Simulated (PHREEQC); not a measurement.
Dissolve 0.77 mol/kgw MgCl2 and 0.88 mol/kgw BaCl2 at 25 °C. It is in equilibrium with CO2 at log p = -3.5 (atm). Otherwise closed; pH follows from the charge balance.

The numbers come from PHREEQC with the Pitzer model, pitzer.dat.

| quantity | before | after |
|---|---|---|
| pH | 5.19 | 5.30 |
| CO2 (mol/kgw) | 8.39e-6 | 7.16e-6 |
| HCO3- (mol/kgw) | 3.09e-6 | 2.52e-6 |
| MgOH+ (mol/kgw) | 2.01e-7 | 1.42e-7 |
| CO3-2 (mol/kgw) | 5.63e-9 | 2.14e-9 |
| MgCO3 (mol/kgw) | 2.61e-9 | 3.61e-9 |
| SI of Magnesite (MgCO3) | -3.68 | -3.54 |
| SI of Bischofite (MgCl2:6H2O) | -4.47 | -4.82 |

What was changed between the two runs?
A) BaCl2 from 0.88 to 0.792 mol/kgw
B) BaCl2 from 0.88 to 0.088 mol/kgw
C) MgCl2 from 0.77 to 3.85 mol/kgw
D) BaCl2 replaced by NaCl at the same molality
E) diluted 10-fold with water

D, BaCl2 replaced by NaCl at the same molality

This is a speciation only: nothing precipitates in the calculation. In brines, pH and single-ion activities rest on the MacInnes convention.
